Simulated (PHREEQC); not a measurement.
Leach liquor

Dissolve 23 mmol/kgw H2SO4, 17 mmol/kgw FeSO4 and 130 mmol/kgw MnSO4 at 50 °C. Closed to the air; pH follows from the charge balance.

The numbers come from PHREEQC with the ion-association model, phreeqc.dat.

Precipitation was switched off in this run.

What pH does the model give?

pH 2.03.

In which forms is Fe present?

FeSO4 48 %, Fe+2 46 %, FeHSO4+ 5.2 % of the Fe.

Complexes and solids missing from the database can't appear. Constants without temperature data keep their 25 °C values here.
